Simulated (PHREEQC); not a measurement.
Solution (70 °C): 38 mmol/kgw HF and 0.038 mmol/kgw Na2SO4. It is in equilibrium with CO2 at log p = -3.5 (atm). Otherwise closed; pH follows from the charge balance.

Computed with PHREEQC (ion-association model, phreeqc.dat).

```tsv
quantity	before	after
pH	2.48	2.65
ionic strength (mol/kgw)	0.00362	0.00239
F- (mol/kgw)	0.00308	0.00219
HF2- (mol/kgw)	0.000458	0.000158
SO4-2 (mol/kgw)	2.11e-5	1.22e-5
```

### Question
Which change was made?
A. temperature from 70 to 75 °C
B. diluted 2-fold with water
C. Na2SO4 replaced by MnSO4 at the same molality
D. temperature from 70 to 50 °C
E. HF from 0.038 to 0.076 mol/kgw

### Answer
B, diluted 2-fold with water

Precipitation was switched off in this run. Away from 25 °C the constants follow the database's enthalpies or fits; those with neither stay at their 25 °C values.
